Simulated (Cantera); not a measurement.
Cantera run:

```python
import numpy as np
import cantera as ct

gas_names = """
    Mg MgO Mg2 O O2 O3 Ti TiO TiO2
""".split()
cond_names = """
    Mg(cr) Mg(L) MgO(s) MgO(L) MgTiO3(s) MgTiO3(L) MgTi2O5(s) MgTi2O5(L) Mg2TiO4(s) Mg2TiO4(L) Ti(a)
    Ti(b) Ti(L) TiO(a) TiO(b) TiO(L) TiO2(ru) TiO2(L) Ti2O3(a) Ti2O3(b) Ti2O3(L) Ti3O5(a) Ti3O5(b)
    Ti3O5(L) Ti4O7(s) Ti4O7(L)
""".split()


# ... load() reads the species with a 1 bar reference pressure and builds the phases ...
atoms = {
    'TiO2': {'Ti': 1, 'O': 2},
    'MgO': {'Mg': 1, 'O': 1},
    'O2': {'O': 2},
}
top_T = {}  # K; cautious upper limits of use, not melting points


# ... equilibrate(T, P, feed) seeds the gas with the atoms and calls Mixture.equilibrate('TP', solver="vcs", rtol=1e-11, max_steps=5000) ...
results = []
feed = {'TiO2': 1, 'MgO': 0.24, 'O2': 2.2}  # mol
T = 2073  # K
P = 13332.2  # Pa
mix = equilibrate(T, P, feed)
results.append((T, P, feed, dict(zip(mix.species_names, mix.species_moles))))
x = sorted(zip(gas.X, gas.species_names), reverse=True)
print(f"T = {T:g} K  P = {P:g} Pa  gas = {mix.phase_moles(0):.4g} mol")
print("   x: " + "  ".join(f"{s} {v:.3e}" for v, s in x if v > 0.001))
print("   condensed (mol): " + ("  ".join(f"{mix.phase(i).name} {mix.phase_moles(i):.4g}"
      for i in range(1, mix.n_phases) if mix.phase_moles(i) > 1e-12) or "none"))
```

It prints:

```
T = 2073 K  P = 13332.2 Pa  gas = 2.203 mol
   x: O2 9.969e-01  O 3.142e-03
   condensed (mol): MgTi2O5(L) 0.24  TiO2(ru) 0.52
```

Equilibrium computed with Cantera from the NASA thermochemical tables; the gas is ideal and each condensed phase is pure. Mutual solubility and eutectic melting of coexisting phases are not modelled. Condensed phases not in the tables: alloys, solid solutions and most ternary compounds.
